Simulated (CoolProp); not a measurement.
Saturation properties of acetone.

The numbers come from the reference Helmholtz-energy equation of state, Lemmon 2006 in CoolProp. It is a short technical equation, of lower accuracy than the large ones.

```
T (K)  p (MPa)  enthalpy of vaporisation (kJ/kg)  surface tension (mN/m)
-----  -------  --------------------------------  ----------------------
362.9   0.2837                             461.9                       ?
369.6   0.3395                             453.3                    14.0
376.3   0.4034                             444.5                    13.2
382.9   0.4750                             435.6                    12.5
389.6   0.5571                             426.1                       ?
396.3   0.6497                             416.3                    10.9
402.9   0.7519                             406.3                    10.2
409.6   0.8676                             395.6                    9.44
416.3   0.9963                             384.5                    8.70
422.9        ?                             373.0                    7.98
429.6    1.294                             360.7                    7.25
436.3    1.467                             347.8                    6.54
442.9    1.655                             334.2                    5.85
```

Question: What belongs in the gaps?

Answer: 
- 362.9, surface tension (mN/m): 14.8
- 389.6, surface tension (mN/m): 11.7
- 422.9, p (MPa): 1.137

It boils at 329.2 K under 1 atm.

Surface tension comes from a separate correlation (Mulero 2012).
